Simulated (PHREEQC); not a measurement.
1 kg of water meets 20 L of dry gas (CH4 1 by moles) at fixed total pressure, at 25 °C; fugacities by Peng-Robinson. The gases take part in no redox reaction, some water evaporates into the gas, and hydrates or a liquid gas phase aren't modelled. Precipitation was switched off in this run.

Equilibrium calculation in PHREEQC: ion-association model, phreeqc.dat.

**Question.** Predict dissolved CH4 (mol/kgw), φ of CH4 at P (atm) = 10, 150.

**Answer.** 
```tsv
P (atm)	dissolved CH4 (mol/kgw)	φ of CH4
10	0.0152	0.978
150	0.147	0.756
```

Complexes and solids missing from the database can't appear.
